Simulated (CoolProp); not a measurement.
A single-stage vapour-compression cycle with R1224YDZ: evaporating at 285.15 K (dew point), condensing at 337.15 K (bubble point), superheat 0 K, subcooling 0 K, compressor efficiency 0.75, no pressure losses. Each further row changes one setting.

The numbers come from the reference Helmholtz-energy equation of state, Akasaka 2023 in CoolProp.

| case | cooling COP | pressure ratio | discharge temperature (K) | refrigerating effect (kJ/kg) | volumetric capacity (kJ/m³) |
|---|---|---|---|---|---|
| as stated | 3.12 | 5.40 | 338.4 | 109 | 651 |
| evaporating temperature 290.15 K | 3.61 | 4.45 | 337.8 | 113 | 804 |
| condensing temperature 332.15 K | 3.59 | 4.71 | 333.9 | 116 | 688 |
| subcooling 5 K | 3.30 | 5.40 | 338.4 | 116 | 688 |
| superheat 10 K | 3.19 | 5.40 | 348.6 | 117 | 669 |
| compressor efficiency 0.65 | 2.71 | 5.40 | 344.1 | 109 | 651 |
